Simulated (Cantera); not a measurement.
Input: 1 mol PbO, 6.8 mol N₂, held at 2.30 mbar.

Method: chemical equilibrium by Gibbs-energy minimisation in Cantera with the NASA 1993 tables (ideal gas, pure condensed phases). Candidate condensed phases: Pb, PbO, PbO₂, Pb₃O₄; 12 gas species. Gases not in the tables: (PbO)n polymers. Kinetics and transport are ignored. All values below are at 1573 K.

Base state: N₂ 0.845, PbO 0.0636, Pb 0.0607, O₂ 0.0300, NO 0.000673, O 3.77e-5 (mole fractions); condensed: gas only.

Task: What changes in the equilibrium state with this change: PbO replaced by Pb?

Result: 
| species | before | after |
|---|---|---|
| N₂ | 0.845 | 0.872 |
| Pb | 0.0607 | 0.128 |
| PbO | 0.0636 | 0 |
| O₂ | 0.0300 | 0 |
| NO | 0.000673 | 0 |
| O | 3.77e-5 | 0 |
